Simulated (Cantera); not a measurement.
# Moist CO burnout

An isothermal, constant-pressure homogeneous reactor starts with 0.216 % CO, 0.716 % O₂, 0.981 % H₂O, 98.1 % N₂, equivalence ratio 0.15, at 875 K and 5.00 bar.

Cantera simulation using GRI-Mech 3.0 (53 species, 325 reactions); the numbers are that mechanism's predictions, not measurements.

| t (s) | x CO | x O₂ | x H₂O | x N₂O | x NO | x NO₂ |
|---|---|---|---|---|---|---|
| 6.00e-5 | 0.00216 | 0.00716 | 0.00981 | <1e-12 | <1e-12 | <1e-12 |
| 0.000149 | 0.00216 | 0.00716 | 0.00981 | <1e-12 | <1e-12 | <1e-12 |
| 0.000369 | 0.00216 | 0.00716 | 0.00981 | <1e-12 | <1e-12 | <1e-12 |
| 0.000915 | 0.00216 | 0.00716 | 0.00981 | <1e-12 | <1e-12 | <1e-12 |
| 0.00227 | 0.00216 | 0.00716 | 0.00981 | <1e-12 | <1e-12 | <1e-12 |
| 0.00563 | 0.00216 | 0.00716 | 0.00981 | <1e-12 | <1e-12 | <1e-12 |
| 0.0140 | 0.00216 | 0.00716 | 0.00981 | <1e-12 | <1e-12 | <1e-12 |
| 0.0346 | 0.00216 | 0.00716 | 0.00981 | <1e-12 | <1e-12 | <1e-12 |
| 0.0859 | 0.00216 | 0.00716 | 0.00981 | <1e-12 | <1e-12 | <1e-12 |
| 0.213 | 0.00216 | 0.00716 | 0.00981 | <1e-12 | <1e-12 | <1e-12 |
| 0.529 | 0.00216 | 0.00716 | 0.00981 | 2.38e-12 | <1e-12 | <1e-12 |
| 1.31 | 0.00216 | 0.00716 | 0.00981 | 9.84e-12 | <1e-12 | <1e-12 |
| 3.25 | 0.00215 | 0.00716 | 0.00981 | 8.58e-11 | <1e-12 | <1e-12 |
| 8.06 | 0.00210 | 0.00713 | 0.00981 | 1.06e-9 | <1e-12 | <1e-12 |
| 20.0 | 0.00189 | 0.00703 | 0.00981 | 4.97e-9 | <1e-12 | <1e-12 |
x: mole fraction; the columns are a selection and need not sum to one.

Equilibrium at this temperature and pressure: CO <1e-12, O₂ 0.00609, H₂O 0.00982, N₂O 2.96e-10, NO 1.24e-6, NO₂ 6.88e-8 (gas phase only).
